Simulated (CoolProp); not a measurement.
Properties of normal hydrogen at several states (Tc = 33.1 K, pc = 1.296 MPa, ω = -0.219).

Model: reference Helmholtz-energy equation of state, Leachman 2009, in CoolProp.

```json
[
 {"T (K)": "664.2", "p (MPa)": "0.206", "phase": "gas", "cp (kJ/(kg K))": "14.59", "speed of sound (m/s)": "1956", "Joule-Thomson coefficient (K/MPa)": "-0.5651", "viscosity (µPa s)": "15.5", "conductivity (mW/(m K))": "333"},
 {"T (K)": "587.4", "p (MPa)": "0.496", "phase": "gas", "cp (kJ/(kg K))": "___", "speed of sound (m/s)": "1842", "Joule-Thomson coefficient (K/MPa)": "-0.5444", "viscosity (µPa s)": "14.3", "conductivity (mW/(m K))": "305"},
 {"T (K)": "656.4", "p (MPa)": "1.89", "phase": "supercritical", "cp (kJ/(kg K))": "14.59", "speed of sound (m/s)": "1954", "Joule-Thomson coefficient (K/MPa)": "-0.5630", "viscosity (µPa s)": "15.4", "conductivity (mW/(m K))": "332"},
 {"T (K)": "41.7", "p (MPa)": "0.187", "phase": "gas", "cp (kJ/(kg K))": "10.76", "speed of sound (m/s)": "530.8", "Joule-Thomson coefficient (K/MPa)": "6.255", "viscosity (µPa s)": "2.07", "conductivity (mW/(m K))": "33.0"},
 {"T (K)": "419.5", "p (MPa)": "0.0445", "phase": "gas", "cp (kJ/(kg K))": "14.49", "speed of sound (m/s)": "___", "Joule-Thomson coefficient (K/MPa)": "-0.4527", "viscosity (µPa s)": "11.3", "conductivity (mW/(m K))": "___"},
 {"T (K)": "332.7", "p (MPa)": "4.23", "phase": "supercritical", "cp (kJ/(kg K))": "14.49", "speed of sound (m/s)": "1421", "Joule-Thomson coefficient (K/MPa)": "-0.3714", "viscosity (µPa s)": "9.63", "conductivity (mW/(m K))": "206"}
]
```

**Question.** Fill in the missing entries.

**Answer.** 
- 587.4, cp (kJ/(kg K)): 14.55
- 419.5, speed of sound (m/s): 1556
- 419.5, conductivity (mW/(m K)): 239

Viscosity comes from a separate model (Muzny 2013). Thermal conductivity comes from a separate model (Assael 2011).
